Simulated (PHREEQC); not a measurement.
A solution holds 2.6 mmol/kgw CuSO4, 61 mmol/kgw H2SO4 and 0.1 mmol/kgw NaCl, at 25 °C. Closed to the air; pH follows from the charge balance.

Model: ion-association model, wateq4f.dat, run in PHREEQC.

Precipitation was switched off in this run.

### Question
Order these S species by the share of S that they hold, largest first: HSO4-, SO4-2, CuSO4.

### Answer
HSO4- (74 %), SO4-2 (25 %), CuSO4 (1.3 %)

The pH is 1.21 and the ionic strength 0.0965 mol/kgw.
